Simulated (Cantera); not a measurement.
Source: NASA polynomial tables (part measured, part estimated), evaluated in Cantera. Values are per mole of reaction as written; species without (g) are pure solids or liquids, kept so even where they would boil at 1 bar.

4 F(g) + CaS = Ca(g) + SF4(g), with ΔH° = -429.8 kJ and ΔS° = -237.3 J/K at 300 K.

Q: How far is the shortcut ΔG° ≈ ΔH°(300 K) − T·ΔS°(300 K) from the full temperature-dependent value at 1723, 1873, 2023, 2173, 2323, 2473, 2623 K?

A: 
| T (K) | shortcut (kJ) | full (kJ) | difference (kJ) | difference in log10 K |
|---|---|---|---|---|
| 1723 | -20.9 | 17.1 | -38.0 | 1.15 |
| 1873 | 14.7 | 58.2 | -43.5 | 1.21 |
| 2023 | 50.3 | 99.6 | -49.3 | 1.27 |
| 2173 | 85.9 | 141.1 | -55.2 | 1.33 |
| 2323 | 121.5 | 182.7 | -61.2 | 1.38 |
| 2473 | 157.1 | 224.5 | -67.4 | 1.42 |
| 2623 | 192.7 | 266.4 | -73.7 | 1.47 |
The shortcut ignores the heat-capacity change of the reaction.
